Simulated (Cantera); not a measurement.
**Adiabatic ignition**

An adiabatic, constant-volume homogeneous reactor starts with 29.5 % CO, 1.62 % H₂, 13.0 % O₂, 48.7 % N₂, 7.09 % CO₂, at 1273 K and 1.01 bar.

Computed with Cantera and GRI-Mech 3.0 (53 species, 325 reactions).

| t (s) | T (K) | P (bar) | x CO | x H₂ | x O₂ | x H₂O | x N₂O |
|---|---|---|---|---|---|---|---|
| 6.00e-6 | 1273 | 1.01 | 0.295 | 0.0162 | 0.130 | 6.27e-9 | <1e-12 |
| 1.40e-5 | 1273 | 1.01 | 0.295 | 0.0162 | 0.130 | 7.55e-8 | <1e-12 |
| 3.27e-5 | 1273 | 1.01 | 0.295 | 0.0162 | 0.130 | 2.70e-6 | 8.20e-12 |
| 7.63e-5 | 1309 | 1.04 | 0.289 | 0.0108 | 0.123 | 0.00317 | 1.10e-8 |
| 0.000178 | 2164 | 1.64 | 0.187 | 0.00150 | 0.0560 | 0.00840 | 4.44e-7 |
| 0.000416 | 2664 | 1.95 | 0.151 | 0.00110 | 0.0417 | 0.0120 | 6.11e-7 |
| 0.000971 | 2779 | 2.02 | 0.139 | 0.000990 | 0.0349 | 0.0129 | 6.81e-7 |
| 0.00227 | 2773 | 2.02 | 0.139 | 0.000998 | 0.0328 | 0.0130 | 7.13e-7 |
| 0.00529 | 2770 | 2.01 | 0.139 | 0.00100 | 0.0320 | 0.0130 | 7.33e-7 |
| 0.0124 | 2770 | 2.01 | 0.139 | 0.00100 | 0.0319 | 0.0130 | 7.34e-7 |
| 0.0288 | 2770 | 2.01 | 0.139 | 0.00100 | 0.0319 | 0.0130 | 7.34e-7 |
| 0.0673 | 2770 | 2.01 | 0.139 | 0.00100 | 0.0319 | 0.0130 | 7.34e-7 |
| 0.157 | 2770 | 2.01 | 0.139 | 0.00100 | 0.0319 | 0.0130 | 7.34e-7 |
| 0.367 | 2770 | 2.01 | 0.139 | 0.00100 | 0.0319 | 0.0130 | 7.34e-7 |
| 0.857 | 2770 | 2.01 | 0.139 | 0.00100 | 0.0319 | 0.0130 | 7.34e-7 |
| 2.00 | 2770 | 2.01 | 0.139 | 0.00100 | 0.0319 | 0.0130 | 7.34e-7 |
x: mole fraction; the columns are a selection and need not sum to one.

* **time of steepest temperature rise**: 0.112 ms
* **temperature at 2.00 s**: 2770 K
* **equilibrium temperature**: 2770 K
* **x(CO) at 2.00 s**: 0.139 (gas-phase equilibrium 0.139)
* **x(H₂) at 2.00 s**: 0.00100 (gas-phase equilibrium 0.00100)
* **x(O₂) at 2.00 s**: 0.0319 (gas-phase equilibrium 0.0319)
